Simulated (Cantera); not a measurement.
What does this Cantera script print?

```python
import numpy as np
import cantera as ct

surf = ct.Interface("ptcombust.yaml", "Pt_surf")
gas = surf.adjacent["gas"]
gas.TPX = 300, 2200, {'CH4': 0.041, 'O2': 0.073, 'N2': 0.79}
jet = ct.ImpingingJet(gas=gas, width=0.054, surface=surf)
jet.inlet.mdot, jet.inlet.T, jet.inlet.X = 0.026, 300, {'CH4': 0.041, 'O2': 0.073, 'N2': 0.79}
jet.set_refine_criteria(ratio=10, slope=0.2, curve=0.3)
show, cover = ['CH4', 'O2', 'H2O', 'OH', 'CO', 'CO2'], ["PT(S)", "H(S)", "O(S)", "OH(S)", "CO(S)", "C(S)"]

rows = []
print(f"{'Ts/K':>7s}" + "".join(f"{s:>11s}" for s in show + cover) + "   (gas at the wall, coverages)")
for i, Ts in enumerate([850, 900, 950, 1000, 1050, 1100, 1150, 1200]):
    jet.surface.T = Ts
    if i == 0:
        surf.TP = Ts, 2200
        surf.coverages = "PT(S):0.5, O(S):0.5"
        surf.advance_coverages(1.0)
        jet.set_initial_guess(products="inlet")
    jet.solve(loglevel=0, auto=(i == 0))
    rows.append([*(jet.X[gas.species_index(s), -1] for s in show), *surf[cover].coverages])
    print(f"{Ts:7g}" + "".join(f"{x:11.3e}" for x in rows[-1]))
```

Result:

```
   Ts/K        CH4         O2        H2O         OH         CO        CO2      PT(S)       H(S)       O(S)      OH(S)      CO(S)       C(S)   (gas at the wall, coverages)
    850  3.453e-02  5.766e-02  2.037e-02  1.363e-08  1.252e-05  1.329e-02  2.457e-01  3.527e-08  7.535e-01  7.641e-04  1.572e-05  4.015e-08
    900  2.730e-02  4.231e-02  3.383e-02  5.285e-08  1.495e-05  2.215e-02  3.452e-01  1.118e-07  6.539e-01  8.666e-04  1.332e-05  4.740e-08
    950  2.026e-02  2.742e-02  4.684e-02  1.607e-07  1.700e-05  3.078e-02  4.601e-01  2.973e-07  5.390e-01  8.720e-04  1.080e-05  5.171e-08
   1000  1.405e-02  1.432e-02  5.823e-02  3.951e-07  1.979e-05  3.837e-02  6.022e-01  7.501e-07  3.970e-01  7.945e-04  9.470e-06  5.920e-08
   1050  5.795e-03  3.556e-03  7.272e-02  2.288e-08  1.291e-02  3.334e-02  9.916e-01  9.806e-05  2.276e-04  2.405e-05  7.953e-03  9.138e-05
   1100  5.900e-03  3.705e-03  7.224e-02  5.873e-08  1.257e-02  3.359e-02  9.956e-01  1.115e-04  2.678e-04  2.222e-05  3.969e-03  5.623e-05
   1150  6.027e-03  3.866e-03  7.164e-02  1.410e-07  1.206e-02  3.402e-02  9.974e-01  1.233e-04  3.196e-04  2.093e-05  2.058e-03  3.505e-05
   1200  6.163e-03  4.032e-03  7.093e-02  3.197e-07  1.136e-02  3.463e-02  9.983e-01  1.328e-04  3.880e-04  2.009e-05  1.101e-03  2.204e-05
```

Model: Deutschmann's 1995 Pt surface mechanism with GRI-Mech 3.0 gas chemistry, integrated in Cantera. Catalytic surfaces can have several steady states; this one follows from the mechanism file's or the stated starting coverage.
